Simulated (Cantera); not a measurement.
Input: 1 mol SiF4, 19 mol N2O, held at 1923.15 K and 133 Pa.

Cantera equilibrium calculation (NASA polynomials, part measured and part estimated; ideal gas, pure solids and liquids). Candidate condensed phases: Si, SiO2, Si2N2O, Si3N4; 28 gas species. The tables' values for SiF3, SiO2 are old estimates; treat these amounts as uncertain. Equilibrium is a limit: real reactors are often held back by kinetics, nucleation or transport.

Base state: N2 0.638, O2 0.315, SiF4 0.0334, NO 0.00677, O 0.00557, F 0.000721, SiF3 0.000250, SiO 8.37e-5 (mole fractions); condensed: gas only.

**Question.** What changes in the equilibrium state with this change: 0.03 mol NH3 added?

**Answer.** 
```json
[
 {"species": "N2", "before": "0.638", "after": "0.638"},
 {"species": "O2", "before": "0.315", "after": "0.313"},
 {"species": "SiF4", "before": "0.0334", "after": "0.0326"},
 {"species": "HF", "before": "0", "after": "0.00302"},
 {"species": "OH", "before": "0", "after": "1.02e-5"},
 {"species": "SiO", "before": "8.37e-5", "after": "0.000119"},
 {"species": "SiO2", "before": "3.39e-5", "after": "4.82e-5"},
 {"species": "F", "before": "0.000721", "after": "0.000656"},
 {"species": "SiO2(condensed), mol", "before": "0", "after": "0.0203"}
]
```
The tables hold silica as quartz up to 1696 K and as liquid above; real silica turns to tridymite and cristobalite and melts near 1996 K. Further candidate phases: H2O.

**Question.** What changes in the equilibrium state with this change: temperature from 1923.15 K to 900 K?

**Answer.** 
```json
[
 {"species": "N2", "before": "0.638", "after": "0.644"},
 {"species": "O2", "before": "0.315", "after": "0.322"},
 {"species": "SiF4", "before": "0.0334", "after": "0.0339"},
 {"species": "NO", "before": "0.00677", "after": "1.03e-5"},
 {"species": "O", "before": "0.00557", "after": "<1e-9"},
 {"species": "F", "before": "0.000721", "after": "<1e-9"},
 {"species": "SiF3", "before": "0.000250", "after": "<1e-9"},
 {"species": "SiO", "before": "8.37e-5", "after": "<1e-9"},
 {"species": "SiO2", "before": "3.39e-5", "after": "<1e-9"}
]
```
